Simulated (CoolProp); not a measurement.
Vapour-liquid equilibrium of ethane (1) + propane (2) at -84.65 °C; x and y are mole fractions of (1).

The numbers come from the multi-fluid Helmholtz-energy mixture model, Bücker 2006 and Lemmon 2009; pair parameters Kunz 2012 in CoolProp.

```
x     bubble pressure (MPa)  y at the bubble point  dew pressure at overall composition x (MPa)  liquid density (mol/L)
----  ---------------------  ---------------------  -------------------------------------------  ----------------------
0.05                0.01498                  0.395                                     0.009964                   14.40
0.15                0.02573                  0.682                                      0.01104                   14.73
0.25                0.03643                  0.800                                      0.01237                   15.06
0.35                0.04731                  0.866                                      0.01406                   15.41
0.45                0.05848                  0.908                                      0.01629                   15.77
0.55                0.07000                  0.937                                      0.01935                   16.13
0.65                0.08187                  0.958                                      0.02383                   16.51
0.75                0.09401                  0.974                                      0.03097                   16.90
0.85                 0.1063                  0.987                                      0.04416                   17.30
0.95                 0.1186                  0.996                                      0.07686                   17.71
```

No azeotrope shows between x = 0.05 and 0.95.

Pair parameters are fitted to limited data, so mixtures are less certain than the pure fluids.
